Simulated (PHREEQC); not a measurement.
0.89 g of hydrous ferric oxide (600 m²/g; 0.2 weak and 0.005 strong sites per Fe, Dzombak-Morel constants, diffuse double layer) in 1 kg of water with 0.1 mol/kgw of an inert sodium salt and 0.0018 mol/kgw NaF and 2.5e-06 mol/kgw CuSO4, at 25 °C; the pH is set by adding NaOH or the inert anion's acid. O2 is buffered at 0.21 atm. CO2 from the air is kept out. Nothing may precipitate in this run.

Model: ion-association model, wateq4f.dat, run in PHREEQC.

| pH | F sorbed (%) | S sorbed (%) | Cu sorbed (%) | surface charge σ (C/m²) | surface potential ψ (mV) |
|---|---|---|---|---|---|
| 4 | 57.3 | 85.9 | 7.7 | 0.165 | 112 |
| 4.67 | 53.9 | 78.7 | 62.0 | 0.140 | 104 |
| 5.33 | 46.0 | 61.9 | 96.6 | 0.106 | 90 |
| 6 | ? | 34.3 | 99.8 | 0.072 | 72 |
| 6.67 | 22.6 | 11.7 | 100.0 | 0.044 | 51 |
| 7.33 | 12.0 | 2.6 | 100.0 | ? | ? |
| 8 | ? | 0.4 | 100.0 | 0.001 | 2 |
| 8.67 | ? | 0.0 | 100.0 | -0.021 | -28 |
| 9.33 | 0.5 | 0.0 | 100.0 | -0.051 | -57 |
| 10 | 0.1 | 0.0 | 100.0 | -0.094 | -85 |
| 10.67 | 0.0 | 0.0 | 99.9 | -0.155 | -109 |
| 11.33 | 0.0 | 0.0 | 99.8 | -0.230 | -128 |
| 12 | 0.0 | 0.0 | 98.8 | -0.307 | -141 |

Question: Some entries are withheld; supply them.

Answer: 
- 6, F sorbed (%): 34.8
- 7.33, surface charge σ (C/m²): 0.022
- 7.33, surface potential ψ (mV): 28
- 8, F sorbed (%): 4.9
- 8.67, F sorbed (%): 1.6

The database's constant for dissolved Cu(OH)2 is higher than later reviews accept.
